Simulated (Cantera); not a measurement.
**Reactions in the system F-S**

Cantera with NASA thermochemical tables; ideal gases at 1 bar, condensed phases pure. Values are per mole of reaction as written; species without (g) are pure solids or liquids, kept so even where they would boil at 1 bar.

SF4(g) ⇌ 2 F2(g) + S

```
T (K)  ΔH° (kJ)  ΔS° (J/K)  ΔG° (kJ)  log10 K
-----  --------  ---------  --------  -------
448       766.6      147.0     700.8   -81.71
498       767.5      148.7     693.4   -72.73
548       768.2      150.1     685.9   -65.38
598       768.7      151.1     678.4   -59.25
648       769.1      151.6     670.8   -54.07
698       769.3      151.9     663.2   -49.63
748       769.4      152.1     655.6   -45.78
798       769.5      152.2     648.0   -42.42
848       769.6      152.3     640.4   -39.45
```

4 F(g) + S ⇌ SF4(g)

```json
[
 {"T (K)": "448", "ΔH° (kJ)": "-1088.0", "ΔS° (J/K)": "-386.8", "ΔG° (kJ)": "-914.7", "log10 K": "106.65"},
 {"T (K)": "498", "ΔH° (kJ)": "-1089.9", "ΔS° (J/K)": "-390.8", "ΔG° (kJ)": "-895.3", "log10 K": "93.90"},
 {"T (K)": "548", "ΔH° (kJ)": "-1091.5", "ΔS° (J/K)": "-394.0", "ΔG° (kJ)": "-875.6", "log10 K": "83.46"},
 {"T (K)": "598", "ΔH° (kJ)": "-1093.0", "ΔS° (J/K)": "-396.5", "ΔG° (kJ)": "-855.9", "log10 K": "74.76"},
 {"T (K)": "648", "ΔH° (kJ)": "-1094.1", "ΔS° (J/K)": "-398.3", "ΔG° (kJ)": "-836.0", "log10 K": "67.39"},
 {"T (K)": "698", "ΔH° (kJ)": "-1095.1", "ΔS° (J/K)": "-399.7", "ΔG° (kJ)": "-816.0", "log10 K": "61.07"},
 {"T (K)": "748", "ΔH° (kJ)": "-1095.9", "ΔS° (J/K)": "-400.9", "ΔG° (kJ)": "-796.0", "log10 K": "55.59"},
 {"T (K)": "798", "ΔH° (kJ)": "-1096.6", "ΔS° (J/K)": "-401.9", "ΔG° (kJ)": "-776.0", "log10 K": "50.79"},
 {"T (K)": "848", "ΔH° (kJ)": "-1097.4", "ΔS° (J/K)": "-402.8", "ΔG° (kJ)": "-755.8", "log10 K": "46.56"}
]
```
